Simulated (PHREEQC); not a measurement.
A solution holds 0.015 mol KH2PO4 and 0.00019 mol H4SiO4 per kg of water, at 25 °C. Closed to the air; pH follows from the charge balance.

The numbers come from PHREEQC with the ion-association model, phreeqc.dat.

Each row changes one thing in this solution. No solid was allowed to form.

| case | pH | ionic strength (mol/kgw) | HPO4-2 (mol/kgw) | H3PO4 (mol/kgw) | KHPO4- (mol/kgw) | SI of Chalcedony (SiO2) |
|---|---|---|---|---|---|---|
| as made | 4.68 | 0.0151 | 6.31e-5 | 4.08e-5 | 1.13e-6 | -0.17 |
| 0.012 mol/kgw HNO3 added | 2.28 | 0.0209 | 1.59e-7 | 0.00605 | 2.66e-9 | -0.17 |
| H4SiO4 replaced by Na2SiO3 at the same molality | 5.47 | 0.0158 | 0.000383 | 6.49e-6 | 6.82e-6 | -0.17 |
| KH2PO4 from 0.015 to 0.0075 mol/kgw | 4.77 | 0.00755 | 3.53e-5 | 1.72e-5 | 3.60e-7 | -0.17 |
| diluted 5-fold with water | 4.91 | 0.00303 | 1.80e-5 | 5.07e-6 | 8.28e-8 | -0.87 |
| H4SiO4 from 0.00019 to 0.000171 mol/kgw | 4.68 | 0.0151 | 6.31e-5 | 4.08e-5 | 1.13e-6 | (withheld) |
| diluted 2-fold with water | 4.77 | 0.00755 | 3.53e-5 | 1.72e-5 | 3.60e-7 | (withheld) |
| 0.001 mol/kgw Na2CO3 added | 6.11 | 0.0186 | 0.00158 | 1.35e-6 | 2.71e-5 | -0.17 |
| H4SiO4 from 0.00019 to 0.0019 mol/kgw | 4.68 | 0.0151 | 6.31e-5 | 4.08e-5 | 1.13e-6 | +0.83 |

Task: Complete the blanks.

Result: 
- H4SiO4 from 0.00019 to 0.000171 mol/kgw, SI of Chalcedony (SiO2): -0.21
- diluted 2-fold with water, SI of Chalcedony (SiO2): -0.47

Some of these states are supersaturated (in Quartz (slow to form), Chalcedony (slow to form), for instance).
